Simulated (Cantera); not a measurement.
**NO annealing gas**

An isothermal, constant-pressure homogeneous reactor starts with NO : N2 = 1 : 4.3 (molar parts), at 2075 K and 1.00 bar.

Computed with Cantera and GRI-Mech 3.0 (53 species, 325 reactions).

| t (s) | x NO | x O2 | x N2O | x O | x N2 |
|---|---|---|---|---|---|
| 0.000200 | 0.189 | 5.99e-7 | 9.75e-6 | 1.26e-5 | 0.811 |
| 0.000796 | 0.189 | 1.71e-5 | 1.72e-5 | 5.11e-5 | 0.811 |
| 0.00317 | 0.188 | 0.000229 | 1.77e-5 | 7.69e-5 | 0.812 |
| 0.0126 | 0.186 | 0.00117 | 1.73e-5 | 8.48e-5 | 0.813 |
| 0.0501 | 0.178 | 0.00500 | 1.58e-5 | 0.000111 | 0.816 |
| 0.199 | 0.148 | 0.0202 | 1.08e-5 | 0.000180 | 0.832 |
| 0.794 | 0.0655 | 0.0614 | 2.31e-6 | 0.000294 | 0.873 |
| 3.16 | 0.00947 | 0.0894 | 4.13e-7 | 0.000351 | 0.901 |
| 12.6 | 0.00660 | 0.0908 | 3.95e-7 | 0.000353 | 0.902 |
| 50.0 | 0.00660 | 0.0908 | 3.95e-7 | 0.000353 | 0.902 |
x: mole fraction; the columns are a selection and need not sum to one.

Equilibrium at this temperature and pressure: NO 0.00660, O2 0.0908, N2O 3.95e-7, O 0.000353, N2 0.902 (gas phase only).
